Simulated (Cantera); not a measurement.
Feed: 1 mol Fe3O4, 9.3 mol CO, 8.2 mol H2, held at 2125 °C and 30.0 mbar.

Equilibrium computed with Cantera from the NASA thermochemical tables; the gas is ideal and each condensed phase is pure. Kinetics and transport are ignored.

```json
[
 {"species": "CO", "before": "0.401", "after": "0.390"},
 {"species": "H2", "before": "0.227", "after": "0.205"},
 {"species": "Fe", "before": "0.139", "after": "0.135"},
 {"species": "H", "before": "0.0434", "after": "0.0854"},
 {"species": "H2O", "before": "0.139", "after": "0.127"},
 {"species": "CO2", "before": "0.0416", "after": "0.0408"},
 {"species": "Fe(OH)2", "before": "8.52e-5", "after": "1.78e-5"},
 {"species": "O2", "before": "0.000158", "after": "0.000691"},
 {"species": "O", "before": "0.000623", "after": "0.00270"},
 {"species": "OH", "before": "0.00487", "after": "0.00968"},
 {"species": "FeO", "before": "0.00374", "after": "0.00368"}
]
```
Gas species are given as mole fractions.

Problem. Which change was made?
(A) pressure from 30.0 mbar to 7.00 mbar
(B) H2 from 8.2 to 0.34 mol
(C) pressure from 30.0 mbar to 1.00 bar
(D) pressure from 30.0 mbar to 0.140 bar

Solution. A, pressure from 30.0 mbar to 7.00 mbar
